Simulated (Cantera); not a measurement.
Input: 1 mol Si, 2.6 mol Cl₂, 0.76 mol H₂, at 4.00 bar.

Cantera equilibrium calculation (NASA polynomials, part measured and part estimated; ideal gas, pure solids and liquids). Candidate condensed phases: Si; 19 gas species. The numbers say what is thermodynamically allowed, not how fast it happens.

Problem. At 723 K, list the 4 most abundant gas species with their mole fractions, and the condensed phases.

Solution. HCl 0.508, SiCl₄ 0.424, H₂ 0.0678, SiHCl₃ 1.69e-5. Condensed: gas only.
